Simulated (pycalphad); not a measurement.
Computed with pycalphad from the COST 507 light-alloy database (1999), at 1 atm. The database dates from 1999; later assessments differ in places, in temperatures and in the compounds included. Phase fractions are per mole of atoms. Kinetics are ignored, which matters at the lower temperatures.

Task: Give the equilibrium state of Ti-0.4308B (wt.%) at 1477 °C.

Result: bcc, fraction 0.966, with 0.05 B wt.%; BM, fraction 0.034, with 18.4 B wt.%.

Task: Give the equilibrium state of Ti-0.4308B (wt.%) at 277 °C.

Result: hcp, fraction 0.963, with <0.01 B wt.%; BM, fraction 0.037, with 18.4 B wt.%.

Database names, with the compositions (at.%) that they take in these runs: BM: Ti 50 B 50.
